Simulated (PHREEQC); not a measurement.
A solution holds 2.8 mmol/kgw HBr and 13 mmol/kgw CuCl2, at 90 °C. Closed to the air; pH follows from the charge balance.

The numbers come from PHREEQC with the ion-association model, phreeqc.dat.

| quantity | before | after |
|---|---|---|
| pH | 2.62 | 4.06 |
| ionic strength (mol/kgw) | 0.0343 | 0.0314 |
| Cu+2 (mol/kgw) | 0.00928 | 0.00915 |
| Cu2(OH)2+2 (mol/kgw) | 6.81e-8 | 5.06e-5 |
| CuOH+ (mol/kgw) | 2.30e-8 | 6.30e-7 |
| Cu(OH)2 (mol/kgw) | 1.63e-11 | 1.23e-8 |

Q: Name the change that produced these shifts.
(A) CuCl2 from 0.013 to 0.0143 mol/kgw
(B) diluted 5-fold with water
(C) CuCl2 replaced by CuSO4 at the same molality
(D) CuCl2 from 0.013 to 0.13 mol/kgw
(E) HBr left out

A: E, HBr left out

Precipitation was switched off in this run. Constants without temperature data keep their 25 °C values here.
